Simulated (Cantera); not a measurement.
Feed: 1 mol CaCO₃, 0.49 mol C, 0.013 mol H₂, 5.9 mol CO₂, at 100 Torr.

These are equilibrium values from Cantera (NASA tables, ideal gas, pure condensed phases), not measurements of a reactor. Candidate condensed phases: C, C₆H₆, C₇H₈, C₈H₁₈, Ca, CaCO₃, CaO, Ca(OH)₂, H₂O; 115 gas species. Kinetics and transport are ignored.

Which condensed phases are stable at each of these points (T (K)): 723, 823, 923, 1023, 1123, 1223, 1323, 1423, 1523, 1623, 1723?


```csv
T (K),condensed phases,Ca condensed (%)
723,C(graphite) + CaCO₃(calcite),100.0
823,CaCO₃(calcite),100.0
923,CaCO₃(calcite),100.0
1023,CaCO₃(calcite),100.0
1123,CaO(s),100.0
1223,CaO(s),100.0
1323,CaO(s),100.0
1423,CaO(s),100.0
1523,CaO(s),100.0
1623,CaO(s),100.0
1723,CaO(s),100.0
```

At 723 K the condensed part is C(graphite) + CaCO₃(calcite). From 823 K to 1023 K the condensed part is CaCO₃(calcite). From 1123 K to 1723 K the condensed part is CaO(s).
